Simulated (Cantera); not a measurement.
## Boron, boron nitride and boron oxide: BF3 + H2O + N2 + H2

Feed: 1 mol BF3, 0.082 mol H2O, 4.5 mol N2, 110 mol H2, held at 577 °C and 1.33 mbar.

These are equilibrium values from Cantera (NASA tables, ideal gas, pure condensed phases), not measurements of a reactor. Candidate condensed phases: B, BN, B2O3, B3O3H3, H2O; 62 gas species. N2 is the only nitrogen source here; it is nearly inert below about 1500 K, so the nitride shown seldom forms there in practice. Kinetics and transport are ignored.

```
Item                                      Result
------------------------------------  ----------
x(H2)                                      0.951
x(N2)                                     0.0386
x(BF3)                                   0.00749
x(HF)                                    0.00301
x(H2O)                                  0.000229
x(B3O3F3)                               0.000157
x(BOF)                                   9.09e-6
n(BN(s))                              0.0790 mol
gas amount                             115.6 mol
log10 activity of B(s) (absent)            -8.67
log10 activity of B3O3H3(s) (absent)      -19.33
```
